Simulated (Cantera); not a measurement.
Feed: 1 mol CS2, 0.63 mol H2O, 0.04 mol O2, equilibrated at 1602 °C and 0.0133 bar.

These are equilibrium values from Cantera (NASA tables, ideal gas, pure condensed phases), not measurements of a reactor. Candidate condensed phases: C, C6H6, C7H8, C8H18, H2O, H2SO4, S; 123 gas species. Kinetics and transport are ignored.

Task: What is the equilibrium state?

Result: 
- x(CO) = 0.301
- x(S2) = 0.293
- x(H2) = 0.246
- x(CS2) = 0.105
- x(CS) = 0.0179
- x(SH) = 0.0143
- x(H2S) = 0.0131
- x(S) = 0.00623
- x(H) = 0.00281
- gas amount = 2.356 mol
- log10 activity of C(graphite) (absent) = -1.09
- log10 activity of S(l) (absent) = -2.71
